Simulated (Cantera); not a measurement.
An isothermal, constant-pressure homogeneous reactor starts with 61.7 % NO, 38.3 % N₂, at 1950 K and 128 Torr.

Detailed kinetics in Cantera: GRI-Mech 3.0 (53 species, 325 reactions).

x: mole fraction; the columns are a selection and need not sum to one.

| t (s) | x NO | x NO₂ | x O₂ | x O | x N₂O | x N₂ |
|---|---|---|---|---|---|---|
| 2.00e-5 | 0.617 | 1.68e-8 | 1.28e-9 | 1.02e-6 | 1.03e-6 | 0.383 |
| 8.05e-5 | 0.617 | 2.57e-7 | 2.03e-8 | 3.97e-6 | 4.13e-6 | 0.383 |
| 0.000324 | 0.617 | ? | ? | ? | ? | 0.383 |
| 0.00130 | 0.617 | 2.70e-5 | 6.48e-6 | 4.75e-5 | 5.59e-5 | 0.383 |
| 0.00525 | 0.617 | 8.18e-5 | 0.000153 | 0.000113 | 0.000133 | 0.383 |
| 0.0211 | 0.615 | 9.47e-5 | 0.00117 | 0.000130 | 0.000161 | 0.384 |
| 0.0851 | 0.606 | 0.000112 | 0.00538 | 0.000149 | 0.000155 | 0.388 |
| 0.343 | 0.572 | ? | ? | ? | ? | 0.405 |
| 1.38 | 0.445 | 0.000221 | 0.0856 | 0.000343 | 7.61e-5 | 0.469 |
| 5.55 | 0.165 | 0.000132 | 0.226 | 0.000529 | 9.75e-6 | 0.608 |
| 22.4 | 0.0180 | 1.67e-5 | 0.299 | 0.000603 | 2.53e-7 | 0.682 |
| 90.0 | 0.00754 | 7.03e-6 | 0.304 | 0.000608 | 1.63e-7 | 0.687 |

### Question
Some entries are withheld; supply them.

### Answer

- 0.000324, x NO₂: 3.31e-6
- 0.000324, x O₂: 3.21e-7
- 0.000324, x O: 1.42e-5
- 0.000324, x N₂O: 1.60e-5
- 0.343, x NO₂: 0.000159
- 0.343, x O₂: 0.0224
- 0.343, x O: 0.000207
- 0.343, x N₂O: 0.000134
